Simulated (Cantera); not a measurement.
A closed system holds: 1 mol acetone, a varied amount of H2O, at 1152 °C and 100 Torr.

These are equilibrium values from Cantera (NASA tables, ideal gas, pure condensed phases), not measurements of a reactor. Candidate condensed phases: C, C6H6, C7H8, C8H18, H2O; 110 gas species. The feed counts by its element totals alone. Equilibrium is a limit: real reactors are often held back by kinetics, nucleation or transport.

Task: What share of the C ends up in condensed phases as a function of n(H2O) (mol), at 0.27, 0.33, 0.4, 0.49, 0.61, 0.75, 0.92, 1.1, 1.4, 1.7, 2.1, 2.6?

Result: 
```csv
n(H2O) (mol),C condensed (%),as
0.27,57.6,C(graphite)
0.33,55.6,C(graphite)
0.4,53.3,C(graphite)
0.49,50.3,C(graphite)
0.61,46.3,C(graphite)
0.75,41.6,C(graphite)
0.92,36.0,C(graphite)
1.1,30.0,C(graphite)
1.4,20.0,C(graphite)
1.7,10.0,C(graphite)
2.1,0.0,-
2.6,0.0,-
```
